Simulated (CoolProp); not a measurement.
Model: reference Helmholtz-energy equation of state, Schmidt 1985, in CoolProp. Above 300 K oxygen's equation is extrapolated.

For oxygen, give the phase and the cp (kJ/(kg K)), cv (kJ/(kg K)), Joule-Thomson coefficient (K/MPa), Prandtl number at 107.45 °C and 0.0798 bar; 107.45 °C and 0.252 bar; 107.45 °C and 3.7 bar.


- 107.45 °C and 0.0798 bar: gas; cp 0.936, cv 0.676, Joule-Thomson coefficient 1.60, Prandtl number 0.714
- 107.45 °C and 0.252 bar: gas; cp 0.936, cv 0.676, Joule-Thomson coefficient 1.60, Prandtl number 0.714
- 107.45 °C and 3.7 bar: gas; cp 0.939, cv 0.676, Joule-Thomson coefficient 1.59, Prandtl number 0.716

Viscosity comes from a separate model (Lemmon 2004). Thermal conductivity comes from a separate model (Lemmon 2004).
